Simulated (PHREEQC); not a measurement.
0.5 mol of Gypsum (CaSO4:2H2O) is brought to equilibrium with 1 kg of water holding 0.0069 mol/kgw KCl, at several temperatures. Oxygen alone is held at its pressure in air (log pO2 = -0.68). No CO2 enters from the air. Solids allowed: Gypsum, Portlandite. Others were left out.

Computed with PHREEQC (ion-association model, wateq4f.dat).

Question: Predict KSO4- (mol/kgw) at T (°C) = 50, 80.

Answer: 
```csv
T (°C),KSO4- (mol/kgw)
50,0.000322
80,0.000414
```

At this temperature some constants are extrapolated from 25 °C, and those without enthalpy data are left unchanged. Outside its range of stability a hydrate's values are those of a metastable solid.
